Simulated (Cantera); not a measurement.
# Equilibrium for silicon oxide and oxynitride deposition: SiF4 + O2 + H2 + O3

Feed: 1 mol SiF4, 0.1 mol O2, a varied amount of H2, 0.11 mol O3, at 875 °C and 0.430 bar.

Method: chemical equilibrium by Gibbs-energy minimisation in Cantera with the NASA 1993 tables (ideal gas, pure condensed phases). Candidate condensed phases: H2O, Si, SiO2; 38 gas species. The tables hold silica as quartz up to 1696 K and as liquid above; real silica turns to tridymite and cristobalite and melts near 1996 K. Equilibrium is a limit: real reactors are often held back by kinetics, nucleation or transport.

From 1.7 mol H2 to 37 mol H2 the condensed part is SiO2(β-quartz). The main Si-bearing gas is SiF4 throughout. The share of Si in condensed phases is highest at 37 mol H2 (22.1 %) and lowest at 1.7 mol H2 (17.2 %).

| n(H2) (mol) | log p H2 | log p SiF4 | log p HF | log p H2O | log p SiHF3 | log p SiF3 | n SiO2(β-quartz) |
|---|---|---|---|---|---|---|---|
| 1.7 | -0.76 | -0.91 | -0.99 | -1.56 | -5.43 | -6.47 | 0.172 |
| 7.7 | -0.46 | -1.41 | -1.42 | -2.17 | -5.20 | -6.39 | 0.196 |
| 14 | -0.42 | -1.65 | -1.63 | -2.48 | -5.19 | -6.39 | 0.206 |
| 20 | -0.40 | -1.80 | -1.76 | -2.67 | -5.19 | -6.40 | 0.212 |
| 25 | -0.40 | -1.89 | -1.85 | -2.79 | -5.19 | -6.41 | 0.215 |
| 31 | -0.39 | -1.98 | -1.93 | -2.91 | -5.19 | -6.41 | 0.219 |
| 37 | -0.39 | -2.06 | -2.00 | -3.01 | -5.19 | -6.42 | 0.221 |
log p: log10 of the partial pressure in bar; n: condensed amount in mol.
